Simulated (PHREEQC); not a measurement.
Make-up at 20 °C: 150 mmol/kgw KHF2. Closed to the air; pH follows from the charge balance.

Equilibrium calculation in PHREEQC: ion-association model, wateq4f.dat.

This is a speciation only: nothing precipitates in the calculation.

Q: Predict the pH, activity of water.

A: pH 3.17; activity of water 0.993.

Q: In which forms is F present?

A: F- 39 %, HF 26 %, HF2- 23 %, H2F2 13 % of the F.

Species that the database lacks are ignored. wateq4f.dat counts part of the HF as a dimer, H2F2, which phreeqc.dat doesn't know; its constant is uncertain.
